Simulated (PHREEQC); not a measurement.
Synthetic water in mg/L, 20 °C, pH 5.75, pe 1.4: Na 4.65; K 1.56; Ca 3.6; Mg 1.02; Cl 2; S(6) as SO4 4.77; Alkalinity as HCO3 21.1; F 0.00432; Sr 0.199.

Valence states are taken as typed.

All values are PHREEQC results (ion-association model, wateq4f.dat), not measurements.

No solid was allowed to form.

Predict the charge-balance error.

charge-balance error 0.8 %.

In which forms is C present?

CO2 81 %, HCO3- 19 % of the C.
